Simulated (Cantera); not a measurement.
A freely propagating, adiabatic, planar premixed flame of 9.10 % CH4, 1.46 % H2, 17.2 % O2, 72.2 % N2, unburnt at 675 K and 1.00 bar; mixture-averaged transport, grid criteria slope 0.08 and curve 0.16, no radiation.

Computed with Cantera and GRI-Mech 3.0 (53 species, 325 reactions). Burning velocities carry a grid error of a few per cent, more on coarse grids.

Predict: laminar burning velocity; thermal thickness; peak x(HCO); peak x(H).


```json
{
 "laminar_burning_velocity": "156 cm/s",
 "thermal_thickness": "0.328 mm",
 "peak x(HCO)": "7.24e-5",
 "peak x(H)": "0.0111"
}
```
